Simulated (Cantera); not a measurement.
A Cantera script and what it prints.

```python
import numpy as np
import cantera as ct

gas_names = """
    Cu CuO Cu2 H HO2 H2 H2O H2O2 O OH O2 O3
""".split()
cond_names = """
    Cu(cr) Cu(L) CuO(s) CuO2H2(s) Cu2O(s) Cu2O(L) H2O(s) H2O(L)
""".split()


# ... load() reads the species with a 1 bar reference pressure and builds the phases ...
atoms = {
    'Cu2O': {'Cu': 2, 'O': 1},
    'H2': {'H': 2},
    'H2O': {'H': 2, 'O': 1},
}
top_T = {'CuO(s)': 1390}  # K; cautious upper limits of use, not melting points


# ... equilibrate(T, P, feed) seeds the gas with the atoms and calls Mixture.equilibrate('TP', solver="vcs", rtol=1e-11, max_steps=5000) ...
results = []
feed = {'Cu2O': 1, 'H2': 0.37, 'H2O': 6.7}  # mol
T = 1248  # K
P = 1000  # Pa
mix = equilibrate(T, P, feed)
results.append((T, P, feed, dict(zip(mix.species_names, mix.species_moles))))
print(gas.report(threshold=1e-06))
for i in range(1, mix.n_phases):
    print(f"{mix.phase(i).name:16s} {mix.phase_moles(i):12.5e} mol")
```

Result:

```
       temperature   1248 K
          pressure   1000 Pa
           density   0.0017361 kg/m^3
  mean mol. weight   18.015 kg/kmol
   phase of matter   gas

                          1 kg             1 kmol
                     ---------------   ---------------
          enthalpy       -1.1388e+07       -2.0514e+08  J
   internal energy       -1.1964e+07       -2.1552e+08  J
           entropy             15572        2.8053e+05  J/K
    Gibbs function       -3.0822e+07       -5.5525e+08  J
 heat capacity c_p            2471.8             44528  J/K
 heat capacity c_v            2010.2             36213  J/K

                      mass frac. Y      mole frac. X     chem. pot. / RT
                     ---------------   ---------------   ---------------
                Cu        1.5541e-05        4.4056e-06           -6.0921
                H2        6.7125e-06        5.9982e-05            -32.41
               H2O           0.99992            0.9999           -53.512
                OH        5.8141e-06        6.1586e-06           -37.307
                O2        5.4387e-05         3.062e-05           -42.204
     [   +7 minor]        1.0508e-08        4.0935e-08

Cu(cr)            7.40030e-01 mol
CuO(s)            0.00000e+00 mol
CuO2H2(s)         0.00000e+00 mol
Cu2O(s)           6.29969e-01 mol
```

Method: chemical equilibrium by Gibbs-energy minimisation in Cantera with the NASA 1993 tables (ideal gas, pure condensed phases). Mutual solubility and eutectic melting of coexisting phases are not modelled.
